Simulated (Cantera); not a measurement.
Feed: 1 mol Si3N4, 0.0016 mol O2, 260 mol H2, at 0.100 bar.

Equilibrium computed with Cantera from the NASA thermochemical tables; the gas is ideal and each condensed phase is pure. Candidate condensed phases: H2O, Si, SiO2, Si2N2O, Si3N4; 35 gas species. Mutual solubility and eutectic melting of coexisting phases are not modelled. Gases not in the tables: Si2H6 and higher silanes. Kinetics and transport are ignored.

x: gas mole fraction; n: condensed amount in mol.

| T (K) | x H2 | x N2 | x H | x Si | n Si2N2O(s) | n Si3N4(s) | n Si(s) | n Si(l) |
|---|---|---|---|---|---|---|---|---|
| 1000 | 1.000 | 4.04e-6 | 7.18e-9 | <1e-12 | 0.00320 | 0.998 | 0 | 0 |
| 1100 | 1.000 | 4.07e-6 | 8.18e-8 | <1e-12 | 0.00320 | 0.998 | 0 | 0 |
| 1200 | 1.000 | 4.09e-6 | ? | ? | 0.00320 | 0.998 | 0 | 0 |
| 1300 | 1.000 | 4.98e-6 | 3.50e-6 | 4.33e-10 | 0.00319 | 0.998 | 0.000302 | 0 |
| 1400 | 1.000 | 5.74e-5 | 1.54e-5 | 8.23e-9 | 0.00303 | 0.991 | 0.0206 | 0 |
| 1500 | 0.999 | 0.000474 | 5.56e-5 | 1.05e-7 | 0.000947 | 0.938 | 0.182 | 0 |
| 1600 | 0.997 | ? | ? | ? | 0 | ? | ? | 0 |
| 1700 | 0.992 | 0.00763 | 0.000464 | 6.79e-6 | 0 | 0 | 0 | 2.99 |
| 1800 | 0.991 | 0.00763 | 0.00113 | 3.18e-5 | 0 | 0 | 0 | 2.98 |

Problem. Some entries are withheld; supply them.

Solution. 
- 1600, x N2: 0.00299
- 1600, x H: 0.000172
- 1600, x Si: 9.75e-7
- 1600, n Si3N4(s): 0.610
- 1600, n Si(s): 1.17
- 1200, x H: 6.24e-7
- 1200, x Si: 2.35e-12
